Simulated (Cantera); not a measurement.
An isothermal, constant-pressure homogeneous reactor starts with CH4 : CO2 = 1 : 0.71 (molar parts), at 1450 K and 0.133 bar. Integrator tolerance rtol = 1e-08.

Computed with Cantera and GRI-Mech 3.0 (53 species, 325 reactions).

### Question
What does this change do: CO2 0.71 to 0.24 parts?

### Answer
| quantity | before | after |
|---|---|---|
| x(CH4) at 20.0 s | 0.0676 (gas-phase equilibrium 0.0141) | 0.0961 (gas-phase equilibrium 0.0356) |
| x(CO2) at 20.0 s | 0.0645 (gas-phase equilibrium 2.11e-7) | 0.0108 (gas-phase equilibrium 2.64e-8) |
| x(C2H6) at 20.0 s | 1.61e-5 (gas-phase equilibrium 1.05e-6) | 1.92e-5 (gas-phase equilibrium 5.66e-6) |
| x(C2H4) at 20.0 s | 0.00289 (gas-phase equilibrium 0.00116) | 0.00586 (gas-phase equilibrium 0.00534) |
| x(H2O2) at 20.0 s | <1e-12 (gas-phase equilibrium <1e-12) | <1e-12 (gas-phase equilibrium <1e-12) |
GRI-Mech 3.0 stops at C3 and has no aromatics, soot or wall deposition, so with more carbon than oxygen in the feed, carbon stays in small species such as C2H2 where larger ones or solid carbon would form.
